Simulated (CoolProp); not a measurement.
Computed with CoolProp (reference Helmholtz-energy equation of state, Thol 2019).

Problem. For dodecamethylpentasiloxane (MD3M), give the phase and the Z, Joule-Thomson coefficient (K/MPa) at 260.05 °C and 41 bar.

Solution. 
- 260.05 °C and 41 bar: liquid; Z 0.550, Joule-Thomson coefficient -0.0758
